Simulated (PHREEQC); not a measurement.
A solution holds 83 mmol/kgw Na2S, at 25 °C. It is in equilibrium with CO2 at log p = -2 (atm). Otherwise closed; pH follows from the charge balance.

Computed with PHREEQC (ion-association model, phreeqc.dat).

Precipitation was switched off in this run.

Estimate the pH, specific conductance.

pH 8.55; specific conductance 13500 µS/cm.

In which forms is S present?

HS- 98 %, H2S 1.7 % of the S.
